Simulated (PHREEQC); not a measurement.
Consider water at 25 °C with 0.01 mol/kgw HCl and 0.0144 mol/kgw Al2(SO4)3. Closed to the air; pH follows from the charge balance.

Computed with PHREEQC (ion-association model, phreeqc.dat).

No solid was allowed to form.

Question: Order these S species by the share of S that they hold, largest first: HSO4-, SO4-2, AlSO4+, Al(SO4)2-.

Answer: AlSO4+ (48 %), SO4-2 (29 %), Al(SO4)2- (16 %), HSO4- (8.0 %)

Question: Order these Al species by the share of Al that they hold, largest first: Al(SO4)2-, AlSO4+, Al+3.

Answer: AlSO4+ (72 %), Al+3 (17 %), Al(SO4)2- (12 %)

The pH is 2.26 and the ionic strength 0.0682 mol/kgw.
